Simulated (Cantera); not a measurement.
# Thermodynamics of carbon deposition, reforming and gasification, feed n-butane + CO₂ + N₂

Input: 1 mol n-butane, 0.99 mol CO₂, 0.18 mol N₂, equilibrated at 13.3 mbar.

Method: chemical equilibrium by Gibbs-energy minimisation in Cantera with the NASA 1993 tables (ideal gas, pure condensed phases). Candidate condensed phases: C, C₆H₆, C₇H₈, C₈H₁₈, H₂O; 136 gas species. Kinetics and transport are ignored.

From 1775 K to 2675 K the condensed part is C(graphite). The main C-bearing gas is CO throughout. The share of C in condensed phases is highest at 1775 K (60.2 %) and lowest at 2675 K (54.8 %).

| T (K) | x H₂ | x H | x CO | x N₂ | x C₂H₂ (acetylene) | x HCN | x HNC | n C(graphite) |
|---|---|---|---|---|---|---|---|---|
| 1775 | 0.696 | 0.00209 | 0.276 | 0.0247 | 9.91e-5 | 0.000712 | 2.55e-5 | 3.00 |
| 1875 | 0.693 | 0.00473 | 0.276 | 0.0245 | 0.000220 | 0.00114 | 5.07e-5 | 3.00 |
| 1975 | 0.689 | 0.00983 | 0.275 | 0.0241 | 0.000447 | 0.00172 | 9.33e-5 | 2.99 |
| 2075 | 0.680 | 0.0190 | 0.274 | 0.0236 | 0.000844 | 0.00248 | 0.000161 | 2.98 |
| 2175 | 0.666 | 0.0345 | 0.272 | 0.0229 | 0.00149 | 0.00342 | 0.000260 | 2.96 |
| 2275 | 0.643 | 0.0590 | 0.268 | 0.0219 | 0.00245 | 0.00453 | 0.000399 | 2.94 |
| 2375 | 0.610 | 0.0954 | 0.263 | 0.0208 | 0.00379 | 0.00573 | 0.000577 | 2.90 |
| 2475 | 0.564 | 0.146 | 0.256 | 0.0194 | 0.00549 | 0.00695 | 0.000791 | 2.86 |
| 2575 | 0.505 | 0.213 | 0.247 | 0.0178 | 0.00742 | 0.00805 | 0.00103 | 2.81 |
| 2675 | 0.433 | 0.294 | 0.236 | 0.0161 | 0.00932 | 0.00890 | 0.00126 | 2.74 |
x: gas mole fraction; n: condensed amount in mol.
